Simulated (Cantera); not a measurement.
Feed: 1 mol C₃H₆, 0.036 mol O₂, 3.7 mol N₂, 0.34 mol CO₂, at 1700 °C and 25500 Torr.

Method: chemical equilibrium by Gibbs-energy minimisation in Cantera with the NASA 1993 tables (ideal gas, pure condensed phases). Candidate condensed phases: C, C₆H₆, C₇H₈, C₈H₁₈, H₂O; 136 gas species. The ideal-gas law is rough above about 30 bar. Equilibrium is a limit: real reactors are often held back by kinetics, nucleation or transport.

Base state: N₂ 0.495, H₂ 0.395, CO 0.101, HCN 0.00585, CH₄ 0.00242, HNC 0.000316, C₂H₂ (acetylene) 0.000253, H₂O 0.000177 (mole fractions); condensed: C(graphite).

Question: What changes in the equilibrium state with this change: pressure from 25500 Torr to 135 Torr?

Answer: 
```json
[
 {"species": "N₂", "before": "0.495", "after": "0.493"},
 {"species": "H₂", "before": "0.395", "after": "0.398"},
 {"species": "CO", "before": "0.101", "after": "0.101"},
 {"species": "CH₄", "before": "0.00242", "after": "1.30e-5"},
 {"species": "H", "before": "0.000145", "after": "0.00201"},
 {"species": "CO₂", "before": "1.01e-5", "after": "5.33e-8"},
 {"species": "H₂O", "before": "0.000177", "after": "9.43e-7"},
 {"species": "NH₃", "before": "0.000125", "after": "6.67e-7"},
 {"species": "CH₃CN", "before": "1.40e-5", "after": "7.49e-8"},
 {"species": "C₂H₄", "before": "2.67e-5", "after": "1.43e-7"},
 {"species": "C(graphite), mol", "before": "2.52", "after": "2.54"}
]
```

Question: What changes in the equilibrium state with this change: pressure from 25500 Torr to 750 Torr?

Answer: 
```csv
species,before,after
N₂,0.495,0.493
H₂,0.395,0.399
CO,0.101,0.101
CH₄,0.00242,7.25e-5
CO₂,1.01e-5,2.97e-7
H₂O,0.000177,5.25e-6
NH₃,0.000125,3.72e-6
CH₃CN,1.40e-5,4.17e-7
C₂H₄,2.67e-5,7.99e-7
"C(graphite), mol",2.52,2.54
```
